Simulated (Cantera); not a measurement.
Feed: 1 mol Si₂Cl₆, 0.037 mol HCl, 4.2 mol H₂.

Points: T (K) = 1050, 1125, 1200, 1275, 1350, 1425, 1500, 1575, 1650, 1725; P (Pa) = 100, 230, 540, 1300, 2900, 6800, 16000, 37000, 86000, 200000.

Cantera's Mixture.equilibrate('TP', solver="vcs", rtol=1e-11, max_steps=5000) on the NASA tables stopped like this:

```
ERROR: FAILURE its = 5001!

*******************************************************************************
CanteraError thrown by MultiPhase::equilibrate:
VCS solver failed. Return code: -1
*******************************************************************************
```

Question: What got this run through?

Answer: One answer among several that fit: The failure is numerical, not chemical. The same input converged with solver="gibbs", rtol=1e-10, max_steps=50000, and the result passed a check of the equilibrium conditions:
```
   1050        100  Si(cr)
   1125        100  Si(cr)
   1200        100  Si(cr)
   1275        100  Si(cr)
   1350        100  gas only
   1425        100  gas only
   1500        100  gas only
   1575        100  gas only
   1650        100  gas only
   1725        100  gas only
   1050        230  Si(cr)
   1125        230  Si(cr)
   1200        230  Si(cr)
   1275        230  Si(cr)
   1350        230  gas only
   1425        230  gas only
   1500        230  gas only
   1575        230  gas only
   1650        230  gas only
   1725        230  gas only
   1050        540  Si(cr)
   1125        540  Si(cr)
   1200        540  Si(cr)
   1275        540  Si(cr)
   1350        540  gas only
   1425        540  gas only
   1500        540  gas only
   1575        540  gas only
   1650        540  gas only
   1725        540  gas only
   1050       1300  Si(cr)
   1125       1300  Si(cr)
   1200       1300  Si(cr)
   1275       1300  Si(cr)
   1350       1300  Si(cr)
   1425       1300  gas only
   1500       1300  gas only
   1575       1300  gas only
   1650       1300  gas only
   1725       1300  gas only
   1050       2900  Si(cr)
   1125       2900  Si(cr)
   1200       2900  Si(cr)
   1275       2900  Si(cr)
   1350       2900  Si(cr)
   1425       2900  Si(cr)
   1500       2900  gas only
   1575       2900  gas only
   1650       2900  gas only
   1725       2900  gas only
   1050       6800  Si(cr)
   1125       6800  Si(cr)
   1200       6800  Si(cr)
   1275       6800  Si(cr)
   1350       6800  Si(cr)
   1425       6800  Si(cr)
   1500       6800  gas only
   1575       6800  gas only
   1650       6800  gas only
   1725       6800  gas only
   1050    1.6e+04  Si(cr)
   1125    1.6e+04  Si(cr)
   1200    1.6e+04  Si(cr)
   1275    1.6e+04  Si(cr)
   1350    1.6e+04  Si(cr)
   1425    1.6e+04  Si(cr)
   1500    1.6e+04  Si(cr)
   1575    1.6e+04  gas only
   1650    1.6e+04  gas only
   1725    1.6e+04  gas only
   1050    3.7e+04  Si(cr)
   1125    3.7e+04  Si(cr)
   1200    3.7e+04  Si(cr)
   1275    3.7e+04  Si(cr)
   1350    3.7e+04  Si(cr)
   1425    3.7e+04  Si(cr)
   1500    3.7e+04  Si(cr)
   1575    3.7e+04  gas only
   1650    3.7e+04  gas only
   1725    3.7e+04  gas only
   1050    8.6e+04  Si(cr)
   1125    8.6e+04  Si(cr)
   1200    8.6e+04  Si(cr)
   1275    8.6e+04  Si(cr)
   1350    8.6e+04  Si(cr)
   1425    8.6e+04  Si(cr)
   1500    8.6e+04  Si(cr)
   1575    8.6e+04  Si(cr)
   1650    8.6e+04  gas only
   1725    8.6e+04  gas only
   1050      2e+05  Si(cr)
   1125      2e+05  Si(cr)
   1200      2e+05  Si(cr)
   1275      2e+05  Si(cr)
   1350      2e+05  Si(cr)
   1425      2e+05  Si(cr)
   1500      2e+05  Si(cr)
   1575      2e+05  Si(cr)
   1650      2e+05  Si(cr)
   1725      2e+05  gas only
```

The gas is ideal and each condensed phase is pure. The feed counts by its element totals alone. The tables' values for SiCl3 are old estimates.
